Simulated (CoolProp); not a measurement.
Computed with CoolProp (reference Helmholtz-energy equation of state, Lemmon 2006). It is a short technical equation, of lower accuracy than the large ones.

### Question
Give the vapour pressure (kPa), liquid density (kg/m³), liquid cp (kJ/(kg K)), surface tension (mN/m) of saturated R141b at 88.95 °C.

### Answer
```csv
T (°C),p (kPa),liquid density (kg/m³),liquid cp (kJ/(kg K)),surface tension (mN/m)
88.95,525,1100,1.27,10.6
```

Surface tension comes from a separate correlation (Mulero 2012).
